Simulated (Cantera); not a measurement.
A closed system holds: 1 mol Si, 11 mol HBr, 26 mol H2, at 1050 °C and 16.0 mbar.

Method: chemical equilibrium by Gibbs-energy minimisation in Cantera with the NASA 1993 tables (ideal gas, pure condensed phases). Candidate condensed phases: Br2, Si; 19 gas species. The tables' values for SiBr3 are old estimates; treat these amounts as uncertain. The numbers say what is thermodynamically allowed, not how fast it happens.

Base state: H2 0.736, HBr 0.236, SiBr2 0.0227, SiBr4 0.00283, SiBr3 0.00131, Br 0.000741, SiHBr3 0.000274, SiH2Br2 1.27e-5 (mole fractions); condensed: gas only.

Q: What changes in the equilibrium state with this change: temperature from 1050 °C to 1175 °C?

A: 
| species | before | after |
|---|---|---|
| H2 | 0.736 | 0.731 |
| HBr | 0.236 | 0.239 |
| SiBr2 | 0.0227 | 0.0259 |
| SiBr4 | 0.00283 | 0.000390 |
| H | 1.08e-5 | 6.23e-5 |
| SiHBr3 | 0.000274 | 6.35e-5 |
| Br | 0.000741 | 0.00251 |
| SiH2Br2 | 1.27e-5 | 4.95e-6 |

Q: What changes in the equilibrium state with this change: pressure from 16.0 mbar to 0.470 bar?

A: 
```json
[
 {"species": "H2", "before": "0.736", "after": "0.763"},
 {"species": "HBr", "before": "0.236", "after": "0.209"},
 {"species": "SiBr4", "before": "0.00283", "after": "0.0175"},
 {"species": "SiBr2", "before": "0.0227", "after": "0.00630"},
 {"species": "SiH2Br2", "before": "1.27e-5", "after": "0.000107"},
 {"species": "SiHBr3", "before": "0.000274", "after": "0.00198"},
 {"species": "Br", "before": "0.000741", "after": "0.000119"},
 {"species": "H", "before": "1.08e-5", "after": "2.03e-6"}
]
```
